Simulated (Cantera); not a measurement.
Source: NASA polynomial tables (part measured, part estimated), evaluated in Cantera. Values are per mole of reaction as written; species without (g) are pure solids or liquids, kept so even where they would boil at 1 bar.

HF(g) + LiCl → Li + F(g) + HCl(g)

```csv
T (K),ΔH° (kJ),ΔS° (J/K),ΔG° (kJ),log10 K,condensed phases
300,?,?,?,?,"LiCl(s), Li(s)"
775,?,?,?,?,"LiCl(s), Li(l)"
800,669.2,145.7,552.7,-36.08,"LiCl(s), Li(l)"
825,669.0,145.4,549.0,-34.76,"LiCl(s), Li(l)"
850,668.8,145.2,545.4,-33.52,"LiCl(s), Li(l)"
875,668.5,144.9,541.8,-32.34,"LiCl(s), Li(l)"
900,648.4,122.1,538.5,-31.26,"LiCl(l), Li(l)"
925,648.1,121.7,535.5,-30.24,"LiCl(l), Li(l)"
950,647.8,121.4,532.4,-29.28,"LiCl(l), Li(l)"
975,647.4,121.0,529.4,-28.36,"LiCl(l), Li(l)"
1000,647.1,120.7,526.4,-27.50,"LiCl(l), Li(l)"
1025,?,?,?,?,"LiCl(l), Li(l)"
```

Problem. Some entries are withheld; supply them.

Solution. 
- 300, ΔH° (kJ): 667.9
- 300, ΔS° (J/K): 141.7
- 300, ΔG° (kJ): 625.4
- 300, log10 K: -108.89
- 775, ΔH° (kJ): 669.5
- 775, ΔS° (J/K): 146.0
- 775, ΔG° (kJ): 556.3
- 775, log10 K: -37.49
- 1025, ΔH° (kJ): 646.8
- 1025, ΔS° (J/K): 120.4
- 1025, ΔG° (kJ): 523.4
- 1025, log10 K: -26.67
